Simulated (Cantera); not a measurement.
A closed system holds: 1 mol SiH₂Cl₂, 29 mol NO, 18 mol O₂, equilibrated at 0.133 bar.

These are equilibrium values from Cantera (NASA tables, ideal gas, pure condensed phases), not measurements of a reactor. Candidate condensed phases: H₂O, NH₄Cl, Si, SiO₂, Si₂N₂O, Si₃N₄; 47 gas species. The tables hold silica as quartz up to 1696 K and as liquid above; real silica turns to tridymite and cristobalite and melts near 1996 K. Kinetics and transport are ignored.

x: gas mole fraction; n: condensed amount in mol.

```tsv
T (K)	x O₂	x N₂	x HCl	x H₂O	x Cl₂	x Cl	x NO	n SiO₂(α-quartz)	n SiO₂(β-quartz)
750	0.654	0.304	0.0137	0.0141	0.0141	8.83e-7	8.79e-7	1.00	0
825	0.654	0.304	[?]	[?]	[?]	[?]	[?]	1.00	0
900	0.654	0.304	0.0216	0.0101	0.0101	2.04e-5	1.01e-5	0	1.00
975	0.655	0.303	0.0247	0.00857	0.00854	6.70e-5	2.59e-5	0	1.00
1050	0.655	0.303	0.0272	0.00731	0.00721	0.000184	5.78e-5	0	1.00
1125	0.655	0.303	0.0291	[?]	[?]	[?]	[?]	0	1.00
1200	0.655	0.303	0.0306	0.00558	0.00511	0.000926	0.000214	0	1.00
1275	0.655	0.302	0.0316	0.00509	0.00420	0.00175	0.000367	0	1.00
1350	0.654	0.302	0.0320	0.00484	0.00332	0.00301	0.000592	0	1.00
1425	0.653	0.302	0.0319	0.00485	0.00249	0.00470	0.000908	0	1.00
```

Problem. Complete the blanks.

Solution. 
- 825, x HCl: 0.0179
- 825, x H₂O: 0.0120
- 825, x Cl₂: 0.0120
- 825, x Cl: 4.93e-6
- 825, x NO: 3.33e-6
- 1125, x H₂O: 0.00632
- 1125, x Cl₂: 0.00610
- 1125, x Cl: 0.000439
- 1125, x NO: 0.000116
